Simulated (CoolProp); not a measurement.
Values from CoolProp's reference Helmholtz-energy equation of state, Setzmann 1991.

Problem. For methane, give the phase and the Z, Prandtl number at 297.1 K and 27.2 MPa.

Solution. 
- 297.1 K and 27.2 MPa: supercritical; Z 0.880, Prandtl number 1.14

Viscosity comes from a separate model (Quiñones-Cisneros 2006). Thermal conductivity comes from a separate model (Friend 1989).
